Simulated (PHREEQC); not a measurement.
**Polishing slurry liquid**

Solution (20 °C): 0.28 mol TMAH and 3e-05 mol CO2 per kg of water. Closed to the air; pH follows from the charge balance.

Equilibrium calculation in PHREEQC: ion-association model, wateq4f.dat.

| Property | Value |
|---|---|
| pH | 13.45 |
| ionic strength | 0.280 mol/kgw |
| activity of water | 0.990 |
| total alkalinity | 280 meq/kg |

| species | molality | activity | log γ |
|---|---|---|---|
| (CH3)4N+ | 0.280 | 0.195 | -0.158 |
| OH- | 0.280 | 0.191 | -0.167 |
| CO3-2 | 3.00e-5 | 8.40e-6 | -0.553 |
| HCO3- | 9.66e-9 | 7.03e-9 | -0.138 |

This is a speciation only: nothing precipitates in the calculation. Species that the database lacks are ignored. (CH3)4N+ isn't in the database: it is added as a free cation with an ion size of 4 Å.
